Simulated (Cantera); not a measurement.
Cantera run:

```python
import numpy as np
import cantera as ct

gas_names = [...]  # 109 gases of nasa_gas.yaml made of C, Cl, H, Si
cond_names = """
    C(gr) C6H6(L) C7H8(L) C8H18(L),n-octa Si(cr) Si(L) SiC(b)
""".split()


# ... load() reads the species with a 1 bar reference pressure and builds the phases ...
atoms = {
    'SiHCl3': {'Si': 1, 'H': 1, 'CL': 3},
    'C2H4': {'C': 2, 'H': 4},
    'H2': {'H': 2},
}
top_T = {'C(gr)': 4500, 'SiC(b)': 3050}  # K; cautious upper limits of use, not melting points


# ... equilibrate(T, P, feed) seeds the gas with the atoms and calls Mixture.equilibrate('TP', solver="vcs", rtol=1e-11, max_steps=5000) ...
results = []
feed = {'SiHCl3': 1, 'C2H4': 0.78, 'H2': 6.9}  # mol
P = 830  # Pa
for T in [1050, 1250, 1450, 1650, 1850, 2050, 2250, 2450]:
    mix = equilibrate(T, P, feed)
    results.append((T, P, feed, dict(zip(mix.species_names, mix.species_moles))))

top = {s: max(r[3][s] / sum(r[3][g] for g in gas_names) for r in results) for s in gas_names}
cols = sorted((s for s in top if top[s] > 0.0001), key=lambda s: -top[s])[:9]
seen = [c for c in cond_names if any(r[3].get(c, 0) > 1e-12 for r in results)]
print("log10 of partial pressures in bar; condensed amounts in mol")
print(f"{'T/K':>10s}" + "".join(f"{s[:9]:>10s}" for s in cols + seen))
for T, P, feed, n in results:
    ng = sum(n[g] for g in gas_names)
    print(f"{T:10.4g}" + "".join(f"{np.log10(max(n[s] / ng * P / 1e5, 1e-99)):10.3f}" for s in cols)
          + "".join(f"{n.get(c, 0):10.4g}" for c in seen))
```

Output:

```
log10 of partial pressures in bar; condensed amounts in mol
       T/K        H2       HCL         H        Si        CL     SiCL4     SiCL2      SiC2      SiCL     C(gr)    SiC(b)
      1050    -2.199    -2.742    -9.190   -17.865    -9.774    -3.830    -6.242   -23.043   -14.271      0.75    0.8072
      1250    -2.225    -2.634    -7.428   -13.727    -7.905    -4.995    -5.289   -17.607   -11.277    0.5833    0.9762
      1450    -2.226    -2.631    -6.137   -10.737    -6.631    -6.163    -4.772   -13.687    -9.201    0.5844    0.9754
      1650    -2.225    -2.639    -5.154    -8.478    -5.674    -7.087    -4.408   -10.731    -7.646    0.6102    0.9491
      1850    -2.225    -2.655    -4.381    -6.712    -4.930    -7.841    -4.145    -8.425    -6.442    0.6483    0.9077
      2050    -2.231    -2.682    -3.760    -5.295    -4.342    -8.494    -3.962    -6.579    -5.490    0.6951     0.848
      2250    -2.258    -2.738    -3.258    -4.132    -3.879    -9.118    -3.860    -5.069    -4.734    0.8165    0.6642
      2450    -2.347    -2.834    -2.870    -3.415    -3.507    -9.954    -4.061    -4.065    -4.374     1.137         0
```

These are equilibrium values from Cantera (NASA tables, ideal gas, pure condensed phases), not measurements of a reactor. The tables' values for SiCl, SiCl3 are old estimates; treat these amounts as uncertain. Gases not in the tables: Si2H6 and higher silanes.
